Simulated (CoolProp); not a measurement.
A single-stage vapour-compression cycle with propylene: evaporating at 209.15 K (dew point), condensing at 253.15 K (bubble point), superheat 0 K, subcooling 5 K, compressor efficiency 0.65, no pressure losses. Each further row changes one setting.

Model: reference Helmholtz-energy equation of state, Lemmon 2013, in CoolProp.

```csv
case,cooling COP,pressure ratio,discharge temperature (K),refrigerating effect (kJ/kg),volumetric capacity (kJ/m³)
as stated,2.70,6.79,310.9,370,411
evaporating temperature 214.15 K,(withheld),(withheld),302.5,(withheld),(withheld)
condensing temperature 248.15 K,3.11,(withheld),301.2,382,424
subcooling 10 K,2.78,6.79,310.9,382,424
superheat 10 K,(withheld),6.79,(withheld),383,405
compressor efficiency 0.55,(withheld),6.79,325.9,370,411
```

Q: Complete the blanks.

A: 
- evaporating temperature 214.15 K, cooling COP: 3.18
- evaporating temperature 214.15 K, pressure ratio: 5.22
- evaporating temperature 214.15 K, refrigerating effect (kJ/kg): 376
- evaporating temperature 214.15 K, volumetric capacity (kJ/m³): 533
- condensing temperature 248.15 K, pressure ratio: 5.67
- superheat 10 K, cooling COP: 2.66
- superheat 10 K, discharge temperature (K): 322.5
- compressor efficiency 0.55, cooling COP: 2.28
